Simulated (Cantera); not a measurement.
What does this Cantera script print?

```python
import numpy as np
import cantera as ct

gas_names = [...]  # 113 gases of nasa_gas.yaml made of C, H, O, Ti
cond_names = """
    C(gr) C6H6(L) C7H8(L) C8H18(L),n-octa H2O(s) H2O(L) Ti(a) Ti(b) Ti(L) TiC(s) TiC(L) TiO(a) TiO(b)
    TiO(L) TiO2(ru) TiO2(L) Ti2O3(a) Ti2O3(b) Ti2O3(L) Ti3O5(a) Ti3O5(b) Ti3O5(L) Ti4O7(s) Ti4O7(L)
""".split()


# ... load() reads the species with a 1 bar reference pressure and builds the phases ...
atoms = {
    'Ti(OiPr)4': {'Ti': 1, 'C': 12, 'H': 28, 'O': 4},
    'CH4': {'C': 1, 'H': 4},
    'H2': {'H': 2},
}
top_T = {'C(gr)': 4500}  # K; cautious upper limits of use, not melting points


# ... equilibrate(T, P, feed) seeds the gas with the atoms and calls Mixture.equilibrate('TP', solver="vcs", rtol=1e-11, max_steps=5000) ...
results = []
feed = {'Ti(OiPr)4': 1, 'CH4': 0.96, 'H2': 220}  # mol
P = 16000  # Pa
for T in [1175, 1225, 1275, 1325, 1375, 1425, 1475, 1525, 1575, 1625, 1675]:
    mix = equilibrate(T, P, feed)
    results.append((T, P, feed, dict(zip(mix.species_names, mix.species_moles))))
    x = sorted(zip(gas.X, gas.species_names), reverse=True)
    print(f"T = {T:g} K  P = {P:g} Pa  gas = {mix.phase_moles(0):.4g} mol")
    print("   x: " + "  ".join(f"{s} {v:.3e}" for v, s in x if v > 0.001))
    print("   condensed (mol): " + ("  ".join(f"{mix.phase(i).name} {mix.phase_moles(i):.4g}"
          for i in range(1, mix.n_phases) if mix.phase_moles(i) > 1e-12) or "none"))
```

It prints:

```
T = 1175 K  P = 16000 Pa  gas = 237.5 mol
   x: H2 9.872e-01  CO 9.769e-03  CH4 2.986e-03
   condensed (mol): C(gr) 9.93  Ti3O5(b) 0.3333
T = 1225 K  P = 16000 Pa  gas = 239.1 mol
   x: H2 9.828e-01  CO 1.516e-02  CH4 2.029e-03
   condensed (mol): C(gr) 8.07  TiC(s) 0.7809  Ti3O5(b) 0.07303
T = 1275 K  P = 16000 Pa  gas = 239.6 mol
   x: H2 9.819e-01  CO 1.667e-02  CH4 1.430e-03
   condensed (mol): C(gr) 7.625  TiC(s) 1
T = 1325 K  P = 16000 Pa  gas = 239.7 mol
   x: H2 9.823e-01  CO 1.667e-02  CH4 1.036e-03
   condensed (mol): C(gr) 7.716  TiC(s) 1
T = 1375 K  P = 16000 Pa  gas = 239.7 mol
   x: H2 9.825e-01  CO 1.667e-02
   condensed (mol): C(gr) 7.778  TiC(s) 1
T = 1425 K  P = 16000 Pa  gas = 239.8 mol
   x: H2 9.827e-01  CO 1.667e-02
   condensed (mol): C(gr) 7.82  TiC(s) 1
T = 1475 K  P = 16000 Pa  gas = 239.8 mol
   x: H2 9.828e-01  CO 1.667e-02
   condensed (mol): C(gr) 7.85  TiC(s) 1
T = 1525 K  P = 16000 Pa  gas = 239.8 mol
   x: H2 9.829e-01  CO 1.667e-02
   condensed (mol): C(gr) 7.87  TiC(s) 1
T = 1575 K  P = 16000 Pa  gas = 239.9 mol
   x: H2 9.829e-01  CO 1.667e-02
   condensed (mol): C(gr) 7.883  TiC(s) 1
T = 1625 K  P = 16000 Pa  gas = 239.9 mol
   x: H2 9.829e-01  CO 1.667e-02
   condensed (mol): C(gr) 7.889  TiC(s) 1
T = 1675 K  P = 16000 Pa  gas = 239.9 mol
   x: H2 9.828e-01  CO 1.667e-02
   condensed (mol): C(gr) 7.888  TiC(s) 1
```

Cantera equilibrium calculation (NASA polynomials, part measured and part estimated; ideal gas, pure solids and liquids). The feed counts by its element totals alone. Mutual solubility and eutectic melting of coexisting phases are not modelled. TiC: taken at fixed stoichiometry.
